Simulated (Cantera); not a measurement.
A closed system holds: 1 mol MgO, 1.4 mol Cl₂, 0.038 mol O₂, held at 1523.15 K and 550000 Pa.

Method: chemical equilibrium by Gibbs-energy minimisation in Cantera with the NASA 1993 tables (ideal gas, pure condensed phases). Candidate condensed phases: Mg, MgCl₂, MgO; 11 gas species. Mutual solubility and eutectic melting of coexisting phases are not modelled. Rates play no part.

Base state: Cl₂ 0.486, O₂ 0.419, MgCl₂ 0.0737, Cl 0.0203, ClO 0.000734 (mole fractions); condensed: MgCl₂(l) + MgO(s).

Task: What changes in the equilibrium state with this change: temperature from 1523.15 K to 898.15 K?

Result: 
```tsv
species	before	after
Cl₂	0.486	0.624
O₂	0.419	0.376
Cl	0.0203	2.41e-5
MgCl₂	0.0737	1.47e-6
ClO	0.000734	2.92e-6
MgCl₂(l), mol	0.769	0
MgO(s), mol	0.149	0.269
MgCl₂(s), mol	0	0.731
```
